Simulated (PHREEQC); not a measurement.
0.76 g of hydrous ferric oxide (600 m²/g; 0.2 weak and 0.005 strong sites per Fe, Dzombak-Morel constants, diffuse double layer) in 1 kg of water with 0.01 mol/kgw of an inert sodium salt and 0.008 mmol/kgw MgCl2, at 25 °C; the pH is set by adding NaOH or the inert anion's acid. O2 is buffered at 0.21 atm. No CO2 enters from the air. Nothing may precipitate in this run.

The numbers come from PHREEQC with the ion-association model, wateq4f.dat.

**Question.** Predict surface charge σ (C/m²), surface potential ψ (mV) at pH = 4.5, 6.5, 8.5, 11.5, 12.

**Answer.** 
| pH | surface charge σ (C/m²) | surface potential ψ (mV) |
|---|---|---|
| 4.5 | 0.162 | 169 |
| 6.5 | 0.030 | 86 |
| 8.5 | -0.005 | -21 |
| 11.5 | -0.151 | -158 |
| 12 | -0.228 | -168 |

Complexes and solids missing from the database can't appear.
